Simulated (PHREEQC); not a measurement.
A solution holds 0.0059 mol/kgw NH3 and 0.0049 mol/kgw NaAlO2, at 25 °C and 100 atm. Closed to the air; pH follows from the charge balance.

All values are PHREEQC results (ion-association model, phreeqc.dat), not measurements.

Each row changes one thing in this solution. This is a speciation only: nothing precipitates in the calculation.

```tsv
case	pH	ionic strength (mol/kgw)	NH3 (mol/kgw)	NH4+ (mol/kgw)	Al(OH)3 (mol/kgw)	SI of Gibbsite (Al(OH)3)
as made	10.48	0.00526	0.00554	0.000360	7.43e-8	+1.65
NaAlO2 from 0.0049 to 0.00539 mol/kgw	10.48	0.00575	0.00554	0.000361	8.15e-8	+1.69
diluted 5-fold with water	10.11	0.00113	0.00103	0.000149	3.59e-8	+1.33
temperature from 25 to 10 °C	10.99	0.00524	0.00556	0.000340	2.62e-8	+1.90
NH3 from 0.0059 to 0.00295 mol/kgw	10.32	0.00515	0.00270	0.000251	1.06e-7	+1.80
diluted 100-fold with water	9.37	?	3.31e-5	2.59e-5	1.03e-8	?
0.0031 mol/kgw HF added	9.25	0.00801	0.00278	0.00312	1.24e-6	+2.87
0.00036 mol/kgw HBr added	10.26	0.00548	0.00532	0.000576	1.24e-7	+1.87
```

Question: What belongs in the gaps?

Answer: 
- diluted 100-fold with water, ionic strength (mol/kgw): 7.49e-5
- diluted 100-fold with water, SI of Gibbsite (Al(OH)3): +0.79

Some of these states are supersaturated (in Gibbsite (slow to form), for instance). Under pressure, the constants of complexes without a molar volume in the database are unreliable. At this temperature some constants are extrapolated from 25 °C, and those without enthalpy data are left unchanged. Fluoro complexes past AlF4- and FeF3 are missing from the database.
